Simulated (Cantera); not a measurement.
An isothermal plug-flow reactor at 773 K and 100000 Pa (inlet), inlet velocity 0.33 m/s, active area per volume 7900 1/m; feed 0.413 % CH4, 15.9 % O2, 83.7 % N2, equivalence ratio 0.052.

Cantera simulation using Deutschmann's 1995 Pt surface mechanism with GRI-Mech 3.0 gas chemistry; the numbers are that mechanism's predictions, not measurements. Catalytic surfaces can have several steady states; this one follows from the mechanism file's or the stated starting coverage. Mass transfer to the wall is taken as infinitely fast.

x: gas mole fraction; θ: surface coverage.

```csv
z (m),x CH4,x O2,x H2O,x CO2,x CO,θ free Pt,θ O*
0.0002,0.00412,0.159,1.37e-5,6.65e-6,2.02e-7,0.0209,0.979
0.00038,0.00412,0.159,2.60e-5,1.27e-5,2.99e-7,0.0209,0.979
0.00074,0.00411,0.159,5.06e-5,2.49e-5,3.81e-7,0.0209,0.979
0.0014,0.00408,0.159,___,___,4.11e-7,0.0209,0.979
0.0027,0.00404,0.159,0.000183,9.10e-5,4.11e-7,0.0209,0.979
0.0053,0.00395,0.159,0.000355,0.000177,4.02e-7,0.0209,0.979
0.01,0.00380,0.158,0.000657,0.000328,3.87e-7,0.0209,0.979
0.02,0.00350,0.158,___,___,___,0.0209,0.978
```

Question: What belongs in the gaps?

Answer: 
- 0.0014, x H2O: 9.54e-5
- 0.0014, x CO2: 4.73e-5
- 0.02, x H2O: 0.00126
- 0.02, x CO2: 0.000631
- 0.02, x CO: 3.56e-7
